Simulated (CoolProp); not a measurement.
Vapour-liquid equilibrium of ethanol (1) + cyclohexane (2) at 144.85 °C; x and y are mole fractions of (1).

Computed with CoolProp (multi-fluid Helmholtz-energy mixture model, Schroeder 2014 and Zhou 2014; pair parameters Bell 2016).

Give the bubble pressure and the first vapour's composition at x = 0.425, 0.5, 0.575. Is there an azeotrope?

x = 0.425: 933.3 kPa, y = 0.572; x = 0.5: 949.7 kPa, y = 0.601; x = 0.575: 960.6 kPa, y = 0.630. y crosses x between x = 0.65 and 0.725: the model has an azeotrope there.

Pair parameters are fitted to limited data, so mixtures are less certain than the pure fluids.
